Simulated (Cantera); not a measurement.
Input: 1 mol Mg(OH)2, 0.5 mol C, 3.6 mol H2, at 1.00 Torr.

Cantera equilibrium calculation (NASA polynomials, part measured and part estimated; ideal gas, pure solids and liquids). Candidate condensed phases: C, C6H6, C7H8, C8H18, H2O, Mg, MgCO3, MgO, Mg(OH)2; 116 gas species. The tables' values for MgH are old estimates; treat these amounts as uncertain. Rates play no part.

x: gas mole fraction; n: condensed amount in mol.

```json
[
 {"T (°C)": "1075", "x H2": "0.809", "x H2O": "0.0926", "x Mg": "8.16e-8", "x H": "5.70e-5", "x CO": "0.0926", "x OH": "(withheld)", "n MgO(s)": "1.00"},
 {"T (°C)": "1225", "x H2": "0.808", "x H2O": "0.0938", "x Mg": "6.16e-6", "x H": "0.000423", "x CO": "0.0938", "x OH": "(withheld)", "n MgO(s)": "1.000"},
 {"T (°C)": "1375", "x H2": "0.805", "x H2O": "0.0946", "x Mg": "0.000207", "x H": "0.00219", "x CO": "0.0944", "x OH": "(withheld)", "n MgO(s)": "0.999"},
 {"T (°C)": "1525", "x H2": "0.793", "x H2O": "0.0978", "x Mg": "0.00368", "x H": "0.00858", "x CO": "0.0942", "x OH": "(withheld)", "n MgO(s)": "0.981"},
 {"T (°C)": "1675", "x H2": "0.726", "x H2O": "0.122", "x Mg": "0.0318", "x H": "0.0264", "x CO": "0.0902", "x OH": "(withheld)", "n MgO(s)": "0.830"},
 {"T (°C)": "1825", "x H2": "0.538", "x H2O": "0.194", "x Mg": "0.120", "x H": "0.0618", "x CO": "0.0774", "x OH": "(withheld)", "n MgO(s)": "0.275"},
 {"T (°C)": "1975", "x H2": "0.421", "x H2O": "0.208", "x Mg": "0.151", "x H": "0.131", "x CO": "0.0697", "x OH": "(withheld)", "n MgO(s)": "0"}
]
```

### Question
Fill in the missing entries.

### Answer

- 1075, x OH: 1.05e-7
- 1225, x OH: 1.39e-6
- 1375, x OH: 1.16e-5
- 1525, x OH: 6.96e-5
- 1675, x OH: 0.000399
- 1825, x OH: 0.00265
- 1975, x OH: 0.00967
